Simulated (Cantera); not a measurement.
A Cantera script and what it prints.

```python
import numpy as np
import cantera as ct

gas_names = [...]  # 109 gases of nasa_gas.yaml made of C, Cl, H, Si
cond_names = """
    C(gr) C6H6(L) C7H8(L) C8H18(L),n-octa Si(cr) Si(L) SiC(b)
""".split()


# ... load() reads the species with a 1 bar reference pressure and builds the phases ...
atoms = {
    'SiHCl3': {'Si': 1, 'H': 1, 'CL': 3},
    'HCl': {'H': 1, 'CL': 1},
    'H2': {'H': 2},
    'C2H2': {'C': 2, 'H': 2},
}
top_T = {'C(gr)': 4500, 'SiC(b)': 3050}  # K; cautious upper limits of use, not melting points


# ... equilibrate(T, P, feed) seeds the gas with the atoms and calls Mixture.equilibrate('TP', solver="vcs", rtol=1e-11, max_steps=5000) ...
results = []
T = 1923  # K
P = 11000  # Pa
for m in [0.17, 0.21, 0.26, 0.33, 0.4, 0.5, 0.61, 0.76, 0.94, 1.2, 1.4]:
    feed = {'SiHCl3': 1, 'HCl': 1, 'H2': 4.2, 'C2H2': m}  # mol
    mix = equilibrate(T, P, feed)
    results.append((T, P, feed, dict(zip(mix.species_names, mix.species_moles))))

top = {s: max(r[3][s] / sum(r[3][g] for g in gas_names) for r in results) for s in gas_names}
cols = sorted((s for s in top if top[s] > 0.0001), key=lambda s: -top[s])[:7]
seen = [c for c in cond_names if any(r[3].get(c, 0) > 1e-12 for r in results)]
print("log10 of partial pressures in bar; condensed amounts in mol")
print(f"{'n(C2H2)':>10s}" + "".join(f"{s[:9]:>10s}" for s in cols + seen))
for T, P, feed, n in results:
    ng = sum(n[g] for g in gas_names)
    print(f"{feed['C2H2']:10.4g}" + "".join(f"{np.log10(max(n[s] / ng * P / 1e5, 1e-99)):10.3f}" for s in cols)
          + "".join(f"{n.get(c, 0):10.4g}" for c in seen))
```

It prints:

```
log10 of partial pressures in bar; condensed amounts in mol
   n(C2H2)        H2       HCL     SiCL2     SiCL3         H        CL     SiCL4     C(gr)    SiC(b)
      0.17    -1.219    -1.404    -2.030    -3.340    -3.635    -3.944    -4.538         0    0.3396
      0.21    -1.226    -1.381    -2.089    -3.373    -3.639    -3.918    -4.544         0    0.4194
      0.26    -1.234    -1.354    -2.176    -3.428    -3.643    -3.886    -4.568         0    0.5189
      0.33    -1.247    -1.319    -2.329    -3.541    -3.649    -3.846    -4.640         0    0.6569
       0.4    -1.245    -1.318    -2.360    -3.572    -3.649    -3.845    -4.669    0.1188    0.6775
       0.5    -1.241    -1.322    -2.373    -3.591    -3.646    -3.851    -4.695    0.3131    0.6831
      0.61    -1.236    -1.327    -2.387    -3.612    -3.644    -3.858    -4.723    0.5271     0.689
      0.76    -1.230    -1.333    -2.406    -3.640    -3.641    -3.868    -4.760    0.8192    0.6968
      0.94    -1.222    -1.340    -2.428    -3.673    -3.637    -3.878    -4.804      1.17    0.7056
       1.2    -1.213    -1.351    -2.459    -3.719    -3.632    -3.894    -4.865     1.678    0.7175
       1.4    -1.205    -1.359    -2.482    -3.753    -3.629    -3.905    -4.911     2.069    0.7261
```

These are equilibrium values from Cantera (NASA tables, ideal gas, pure condensed phases), not measurements of a reactor. The tables' values for SiCl3, SiCl are old estimates; treat these amounts as uncertain.
